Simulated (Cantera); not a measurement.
What does this Cantera script print?

```python
import numpy as np
import cantera as ct

gas_names = [...]  # 113 gases of nasa_gas.yaml made of C, H, O, Ti
cond_names = """
    C(gr) C6H6(L) C7H8(L) C8H18(L),n-octa H2O(s) H2O(L) Ti(a) Ti(b) Ti(L) TiC(s) TiC(L) TiO(a) TiO(b)
    TiO(L) TiO2(ru) TiO2(L) Ti2O3(a) Ti2O3(b) Ti2O3(L) Ti3O5(a) Ti3O5(b) Ti3O5(L) Ti4O7(s) Ti4O7(L)
""".split()


# ... load() reads the species with a 1 bar reference pressure and builds the phases ...
atoms = {
    'TiO2': {'Ti': 1, 'O': 2},
    'C': {'C': 1},
    'H2': {'H': 2},
    'CO': {'C': 1, 'O': 1},
}
top_T = {'C(gr)': 4500}  # K; cautious upper limits of use, not melting points


# ... equilibrate(T, P, feed) seeds the gas with the atoms and calls Mixture.equilibrate('TP', solver="vcs", rtol=1e-11, max_steps=5000) ...
results = []
feed = {'TiO2': 1, 'C': 1.1, 'H2': 16, 'CO': 3.9}  # mol
T = 2200  # K
for P in [10, 100, 1000, 10000, 100000, 1000000]:
    mix = equilibrate(T, P, feed)
    results.append((T, P, feed, dict(zip(mix.species_names, mix.species_moles))))

top = {s: max(r[3][s] / sum(r[3][g] for g in gas_names) for r in results) for s in gas_names}
cols = sorted((s for s in top if top[s] > 1e-06), key=lambda s: -top[s])[:9]
seen = [c for c in cond_names if any(r[3].get(c, 0) > 1e-12 for r in results)]
print("log10 of partial pressures in bar; condensed amounts in mol")
print(f"{'P/Pa':>10s}" + "".join(f"{s[:9]:>10s}" for s in cols + seen))
for T, P, feed, n in results:
    ng = sum(n[g] for g in gas_names)
    print(f"{P:10.4g}" + "".join(f"{np.log10(max(n[s] / ng * P / 1e5, 1e-99)):10.3f}" for s in cols)
          + "".join(f"{n.get(c, 0):10.4g}" for c in seen))
```

It prints:

```
log10 of partial pressures in bar; condensed amounts in mol
      P/Pa        H2         H        CO       TiO        Ti       H2O      TiO2       CH4       CO2    TiC(s)    TiO(L)  Ti2O3(L)
        10    -4.383    -4.441    -4.730    -5.491    -6.352    -7.791    -7.287   -17.912    -8.861         0         0         0
       100    -3.204    -3.851    -3.663    -4.933    -5.346    -7.060    -7.177   -14.038    -8.242         0    0.6267         0
      1000    -2.143    -3.321    -2.637    -4.933    -4.956    -6.389    -7.567   -10.502    -7.606   0.03859    0.9124         0
     1e+04    -1.125    -2.812    -1.630    -4.933    -5.460    -4.867    -7.063    -7.962    -6.095   0.05116    0.9456         0
     1e+05    -0.120    -2.309    -0.628    -4.933    -5.961    -3.361    -6.562    -5.450    -4.592   0.05477     0.945         0
     1e+06     0.886    -1.807     0.359    -5.036    -6.506    -1.913    -6.222    -2.895    -3.163    0.2494         0    0.3753
```

Method: chemical equilibrium by Gibbs-energy minimisation in Cantera with the NASA 1993 tables (ideal gas, pure condensed phases). Mutual solubility and eutectic melting of coexisting phases are not modelled. TiC, TiO: taken at fixed stoichiometry. Condensed phases not in the tables: solid solutions among these carbides, nitrides and lower oxides.
